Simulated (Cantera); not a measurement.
## Equilibrium for hydrogen reduction and annealing atmospheres: Cu2O + H2 + N2

Input: 1 mol Cu2O, 460 mol H2, 2.3 mol N2, held at 1.33 mbar.

Method: chemical equilibrium by Gibbs-energy minimisation in Cantera with the NASA 1993 tables (ideal gas, pure condensed phases). Candidate condensed phases: Cu, CuO, Cu(OH)2, Cu2O, H2O; 27 gas species. The numbers say what is thermodynamically allowed, not how fast it happens.

```tsv
T (K)	x H2	x H	x N2	x Cu	x H2O	x OH	x Cu2	n Cu(s)	n Cu(l)
825	0.993	2.16e-10	0.00498	2.32e-12	0.00216	<1e-12	<1e-12	2.00	0
925	0.993	7.11e-9	0.00498	4.52e-10	0.00216	<1e-12	<1e-12	2.00	0
1025	0.993	1.19e-7	0.00498	3.11e-8	0.00216	<1e-12	<1e-12	2.00	0
1125	0.993	1.21e-6	0.00498	1.00e-6	0.00216	1.38e-11	1.12e-11	2.00	0
1225	0.993	8.50e-6	0.00498	1.81e-5	0.00216	1.69e-10	6.84e-10	1.99	0
1325	0.993	4.46e-5	0.00497	0.000211	0.00216	1.42e-9	2.20e-8	1.90	0
1425	0.991	0.000186	0.00497	0.00163	0.00216	8.86e-9	3.82e-7	0	1.25
1525	0.988	0.000644	0.00495	0.00430	0.00215	4.35e-8	9.12e-7	0	0
1625	0.987	0.00192	0.00495	0.00430	0.00215	1.76e-7	3.55e-7	0	0
1725	0.984	0.00504	0.00494	0.00430	0.00215	6.07e-7	1.53e-7	0	0
1825	0.977	0.0119	0.00492	0.00428	0.00214	1.82e-6	7.24e-8	0	0
1925	0.963	0.0257	0.00489	0.00425	0.00212	4.89e-6	3.66e-8	0	0
2025	0.938	0.0510	0.00483	0.00420	0.00209	1.19e-5	1.95e-8	0	0
```
x: gas mole fraction; n: condensed amount in mol.

From 825 K to 1325 K the condensed part is Cu(s). At 1425 K the condensed part is Cu(l). From 1525 K to 2025 K nothing is condensed.
